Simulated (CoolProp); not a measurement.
A closed Brayton cycle with nitrogen: compressor inlet 308.15 K and 2.3 MPa, high pressure 5.46 MPa, turbine inlet 835 K, compressor efficiency 0.89, turbine efficiency 0.9, recuperator effectiveness 0.8 (on enthalpy, no pinch check). Each further row changes one setting.

Values from CoolProp's reference Helmholtz-energy equation of state, Span 2000.

```json
[
 {"case": "as stated", "thermal efficiency (%)": "30.9", "net work (kJ/kg)": "73.2", "compressor to turbine work": "0.58", "compressor exit (K)": "406.0", "turbine exit (K)": "679.8"},
 {"case": "turbine inlet 785 K", "thermal efficiency (%)": "___", "net work (kJ/kg)": "___", "compressor to turbine work": "0.62", "compressor exit (K)": "406.0", "turbine exit (K)": "637.8"},
 {"case": "compressor inlet 318.15 K", "thermal efficiency (%)": "___", "net work (kJ/kg)": "69.7", "compressor to turbine work": "0.60", "compressor exit (K)": "___", "turbine exit (K)": "679.8"},
 {"case": "high pressure 4.64 MPa", "thermal efficiency (%)": "29.8", "net work (kJ/kg)": "64.4", "compressor to turbine work": "0.56", "compressor exit (K)": "385.7", "turbine exit (K)": "706.8"},
 {"case": "recuperator effectiveness 0.5", "thermal efficiency (%)": "22.5", "net work (kJ/kg)": "73.2", "compressor to turbine work": "0.58", "compressor exit (K)": "406.0", "turbine exit (K)": "679.8"}
]
```

Question: What belongs in the gaps?

Answer: 
- turbine inlet 785 K, thermal efficiency (%): 28.9
- turbine inlet 785 K, net work (kJ/kg): 62.6
- compressor inlet 318.15 K, thermal efficiency (%): 29.9
- compressor inlet 318.15 K, compressor exit (K): 419.1
